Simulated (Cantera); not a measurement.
Feed: 1 mol SiH₂Cl₂, 0.13 mol HCl, 5.1 mol H₂, equilibrated at 10000 Pa.

Equilibrium computed with Cantera from the NASA thermochemical tables; the gas is ideal and each condensed phase is pure. Candidate condensed phases: Si; 19 gas species. Gases not in the tables: Si₂H₆ and higher silanes. Equilibrium is a limit: real reactors are often held back by kinetics, nucleation or transport.

What share of the Si ends up in condensed phases as a function of T (K), at 1773, 1823, 1873, 1923, 1973, 2023, 2073, 2123?


```tsv
T (K)	Si condensed (%)	as
1773	43.5	Si(l)
1823	44.6	Si(l)
1873	45.6	Si(l)
1923	46.5	Si(l)
1973	47.4	Si(l)
2023	48.1	Si(l)
2073	48.5	Si(l)
2123	48.7	Si(l)
```
